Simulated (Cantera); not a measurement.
Mixture: 9.60 % CH4, 14.4 % CO, 20.3 % O2, 55.7 % N2, equivalence ratio 1.3, at 1.00 atm, adiabatic and at constant pressure. Ignition delay is the time to a rise of 400 K.

Model: GRI-Mech 3.0 (53 species, 325 reactions), integrated in Cantera.

### Question
Predict: delay at 1150 K; delay at 1225 K; delay at 1300 K; delay at 1375 K; delay at 1450 K; delay at 1525 K; apparent activation energy between 1375 and 1525 K.

### Answer
| Quantity | Result |
|---|---|
| delay at 1150 K | 0.140 s |
| delay at 1225 K | 41.1 ms |
| delay at 1300 K | 13.3 ms |
| delay at 1375 K | 4.74 ms |
| delay at 1450 K | 1.87 ms |
| delay at 1525 K | 0.832 ms |
| apparent activation energy between 1375 and 1525 K | 200 kJ/mol |
